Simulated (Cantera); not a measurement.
Charge: 1 mol SiO2, 1.8 mol HF, 58 mol N2, equilibrated at 0.133 bar.

Equilibrium computed with Cantera from the NASA thermochemical tables; the gas is ideal and each condensed phase is pure. Candidate condensed phases: H2O, Si, SiO2, Si2N2O, Si3N4; 58 gas species. The tables hold silica as quartz up to 1696 K and as liquid above; real silica turns to tridymite and cristobalite and melts near 1996 K. Kinetics and transport are ignored. All values below are at 1125 °C.

Base state: N2 0.971, HF 0.0255, H2O 0.00232, SiF4 0.00116 (mole fractions); condensed: SiO2(β-quartz).

Task: What changes in the equilibrium state with this change: SiO2 replaced by B2O3?

Result: 
```csv
species,before,after
N2,0.971,0.964
HF,0.0255,0.0132
BOF,0,0.0120
SiF4,0.00116,0
HBO2,0,0.00214
BF3,0,0.00137
B3O3F3,0,0.000199
B2O3,0,1.72e-5
"SiO2(β-quartz), mol",0.931,0
"B2O3(l), mol",0,0.515
```
Gases not in the tables: H3BO3. Further candidate phases: B, BN, B2O3, B3O3H3.
